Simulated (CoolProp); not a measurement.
Oxygen at 298.15 K and 2.14 MPa is throttled through a valve to 1.41 MPa with no heat exchange. Each further row changes one setting.

Computed with CoolProp (reference Helmholtz-energy equation of state, Schmidt 1985).

```tsv
case	temperature change (K)	final density (kg/m³)
as stated	[?]	[?]
outlet pressure 0.423 MPa	[?]	5.56
outlet pressure 1.83 MPa	[?]	24.0
```

Question: What belongs in the gaps?

Answer: 
- as stated, temperature change (K): -1.9
- as stated, final density (kg/m³): 18.5
- outlet pressure 0.423 MPa, temperature change (K): -4.6
- outlet pressure 1.83 MPa, temperature change (K): -0.8
